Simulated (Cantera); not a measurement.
Input: 1 mol SiCl₄, 6 mol O₃, 7 mol H₂, at 1173.15 K and 0.000300 bar.

These are equilibrium values from Cantera (NASA tables, ideal gas, pure condensed phases), not measurements of a reactor. Candidate condensed phases: H₂O, Si, SiO₂; 30 gas species. The tables hold silica as quartz up to 1696 K and as liquid above; real silica turns to tridymite and cristobalite and melts near 1996 K. The numbers say what is thermodynamically allowed, not how fast it happens.

Base state: O₂ 0.378, H₂O 0.347, HCl 0.272, Cl 0.00336, Cl₂ 0.000268, OH 3.38e-5 (mole fractions); condensed: SiO₂(β-quartz).

### Question
What changes in the equilibrium state with this change: SiCl₄ replaced by HMDSO?

### Answer
| species | before | after |
|---|---|---|
| H₂ | 2.34e-7 | 0.418 |
| H₂O | 0.347 | 0.309 |
| CO | 0 | 0.173 |
| O₂ | 0.378 | <1e-9 |
| HCl | 0.272 | 0 |
| CO₂ | 0 | 0.100 |
| Cl | 0.00336 | 0 |
| Cl₂ | 0.000268 | 0 |
| SiO₂(β-quartz), mol | 1.00 | 2.00 |
The feed counts by its element totals alone. Further candidate phases: C, C₆H₆, C₇H₈, C₈H₁₈, SiC.

### Question
What changes in the equilibrium state with this change: SiCl₄ replaced by SiH₄?

### Answer
```json
[
 {"species": "H₂O", "before": "0.347", "after": "0.720"},
 {"species": "O₂", "before": "0.378", "after": "0.280"},
 {"species": "OH", "before": "3.38e-5", "after": "4.51e-5"},
 {"species": "HCl", "before": "0.272", "after": "0"},
 {"species": "Cl", "before": "0.00336", "after": "0"},
 {"species": "Cl₂", "before": "0.000268", "after": "0"},
 {"species": "SiO₂(β-quartz), mol", "before": "1.00", "after": "1.00"}
]
```
